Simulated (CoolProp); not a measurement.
The numbers come from the reference Helmholtz-energy equation of state, Setzmann 1991 in CoolProp.

### Question
Give the vapour pressure (bar), vapour density (kg/m³), enthalpy of vaporisation (kJ/kg), liquid viscosity (µPa s) of saturated methane at 106.2, 111.6, 122.5 K.

### Answer
| T (K) | p (bar) | vapour density (kg/m³) | enthalpy of vaporisation (kJ/kg) | liquid viscosity (µPa s) |
|---|---|---|---|---|
| 106.2 | 0.630 | 1.18 | 520 | 133 |
| 111.6 | 1.01 | 1.81 | 511 | 117 |
| 122.5 | 2.28 | 3.83 | 489 | 93.4 |

Viscosity comes from a separate model (Quiñones-Cisneros 2006).
